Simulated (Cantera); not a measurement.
A closed system holds: 1 mol Si₃N₄, 0.004 mol H₂O, 2.6 mol H₂, at 0.00780 bar.

Cantera equilibrium calculation (NASA polynomials, part measured and part estimated; ideal gas, pure solids and liquids). Candidate condensed phases: H₂O, Si, SiO₂, Si₂N₂O, Si₃N₄; 35 gas species. The tables' values for SiN are old estimates; treat these amounts as uncertain. Gases not in the tables: Si₂H₆ and higher silanes. Equilibrium is a limit: real reactors are often held back by kinetics, nucleation or transport.

At 1823 K, list the 4 most abundant gas species with their mole fractions, and the condensed phases.

H₂ 0.562, N₂ 0.433, H 0.00368, SiO 0.000866. Condensed: Si(l).
